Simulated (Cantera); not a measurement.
## Low-pressure radical oxidation in H2/O2

An isothermal, constant-pressure homogeneous reactor starts with H2 : O2 : N2 = 0.024 : 1 : 0.11 (molar parts), equivalence ratio 0.012, at 1048 K and 20.0 Torr.

Model: GRI-Mech 3.0 (53 species, 325 reactions), integrated in Cantera. Radical loss at walls, strong at low pressure, is not modelled.

```
t (s)         x H2   x O2     x HO2    x H2O       x H       x O     x NO
--------  --------  -----  --------  -------  --------  --------  -------
0.000600    0.0212  0.882  8.17e-10  2.69e-9  8.57e-10   2.54e-9   <1e-12
0.00177     0.0212  0.882   1.00e-8  4.21e-7   9.79e-8   3.18e-7   <1e-12
0.00520    0.00444  0.871   8.25e-6   0.0140   0.00352   0.00827  1.26e-9
0.0153    0.000120  0.875   4.64e-6   0.0206  0.000621   0.00545  1.10e-8
0.0451     2.58e-5  0.879   2.39e-6   0.0212   6.51e-5   0.00126  1.27e-8
0.133      3.67e-6  0.880   8.30e-7   0.0213   3.83e-6  0.000192  1.28e-8
0.391      4.74e-7  0.881   2.09e-7   0.0214   2.05e-7   2.70e-5  1.28e-8
1.15       7.11e-8  0.881   4.69e-8   0.0214   1.39e-8   4.47e-6  1.28e-8
3.40       1.37e-8  0.881   1.12e-8   0.0214   1.32e-9   9.32e-7  1.28e-8
10.0       3.26e-9  0.881   3.12e-9   0.0214  1.67e-10   2.35e-7  1.28e-8
```
x: mole fraction; the columns are a selection and need not sum to one.

Equilibrium at this temperature and pressure: H2 4.81e-11, O2 0.881, HO2 1.06e-9, H2O 0.0214, H <1e-12, O 3.66e-9, NO 3.76e-5 (gas phase only).
